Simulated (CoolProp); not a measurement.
A single-stage vapour-compression cycle with R22: evaporating at 305.15 K (dew point), condensing at 350.15 K (bubble point), superheat 0 K, subcooling 2 K, compressor efficiency 0.65, no pressure losses. Each further row changes one setting.

Model: reference Helmholtz-energy equation of state, Kamei 1995, in CoolProp.

| case | cooling COP | pressure ratio | discharge temperature (K) | refrigerating effect (kJ/kg) | volumetric capacity (kJ/m³) |
|---|---|---|---|---|---|
| as stated | (withheld) | 2.75 | 378.9 | 114 | 6080 |
| evaporating temperature 310.15 K | (withheld) | 2.42 | 375.2 | 115 | (withheld) |
| condensing temperature 345.15 K | 3.62 | (withheld) | (withheld) | 122 | 6520 |
| subcooling 7 K | 3.27 | 2.75 | 378.9 | 122 | 6550 |
| superheat 10 K | 3.05 | 2.75 | (withheld) | (withheld) | 6140 |
| compressor efficiency 0.55 | 2.57 | 2.75 | (withheld) | 114 | 6080 |

Task: What belongs in the gaps?

Result: 
- as stated, cooling COP: 3.04
- evaporating temperature 310.15 K, cooling COP: 3.55
- evaporating temperature 310.15 K, volumetric capacity (kJ/m³): 7010
- condensing temperature 345.15 K, pressure ratio: 2.49
- condensing temperature 345.15 K, discharge temperature (K): 371.2
- superheat 10 K, discharge temperature (K): 390.0
- superheat 10 K, refrigerating effect (kJ/kg): 123
- compressor efficiency 0.55, discharge temperature (K): 385.2
